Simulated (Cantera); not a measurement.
A closed system holds: 1 mol MgF2, 98 mol H2, at 1077 °C and 0.0133 bar.

These are equilibrium values from Cantera (NASA tables, ideal gas, pure condensed phases), not measurements of a reactor. Candidate condensed phases: Mg, MgF2; 17 gas species. Kinetics and transport are ignored.

Base state: H2 0.998, HF 0.00118, Mg 0.000580, MgF2 0.000150, MgF 2.07e-5, H 2.06e-5 (mole fractions); condensed: MgF2(s).

What changes in the equilibrium state with this change: 0.26 mol H2O added?


```json
[
 {"species": "H2", "before": "0.998", "after": "0.994"},
 {"species": "HF", "before": "0.00118", "after": "0.00527"},
 {"species": "MgF2", "before": "0.000150", "after": "0.000150"},
 {"species": "Mg", "before": "0.000580", "after": "2.91e-5"},
 {"species": "H2O", "before": "0", "after": "3.40e-5"},
 {"species": "MgF", "before": "2.07e-5", "after": "4.63e-6"},
 {"species": "H", "before": "2.06e-5", "after": "2.06e-5"},
 {"species": "MgF2(s), mol", "before": "0.926", "after": "0.725"},
 {"species": "MgO(s), mol", "before": "0", "after": "0.257"}
]
```
Mutual solubility and eutectic melting of coexisting phases are not modelled. Further candidate phases: H2O, MgO, Mg(OH)2.
